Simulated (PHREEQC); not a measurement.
Solution (60 °C): 0.035 mol HF, 0.042 mol NaF and 3e-07 mol H4SiO4 per kg of water. Closed to the air; pH follows from the charge balance.

All values are PHREEQC results (ion-association model, phreeqc.dat), not measurements.

| quantity | before | after |
|---|---|---|
| pH | 3.47 | 3.12 |
| ionic strength (mol/kgw) | 0.0418 | 0.0423 |
| F- (mol/kgw) | 0.0370 | 0.0382 |
| HF (mol/kgw) | 0.0298 | 0.0301 |
| HF2- (mol/kgw) | 0.00484 | 0.00403 |
| NaF (mol/kgw) | 0.000585 | 0.000622 |
| SI of Quartz (SiO2) | -9.26 | -11.82 |

Task: Which change was made?
(A) temperature from 60 to 80 °C
(B) diluted 10-fold with water
(C) temperature from 60 to 15 °C
(D) HF left out

Result: C, temperature from 60 to 15 °C

No solid was allowed to form. At this temperature some constants are extrapolated from 25 °C, and those without enthalpy data are left unchanged. SiF6-2 is the database's only silicon fluoride.
